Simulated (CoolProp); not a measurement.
Model: reference Helmholtz-energy equation of state, Lemmon 2006, in CoolProp. It is a short technical equation, of lower accuracy than the large ones.

### Question
Give the vapour pressure (MPa), liquid density (kg/m³), enthalpy of vaporisation (kJ/kg), liquid cp (kJ/(kg K)) of saturated carbonyl sulfide at -25.25 °C.

### Answer
```csv
T (°C),p (MPa),liquid density (kg/m³),enthalpy of vaporisation (kJ/kg),liquid cp (kJ/(kg K))
-25.25,0.283,1120,291,1.22
```
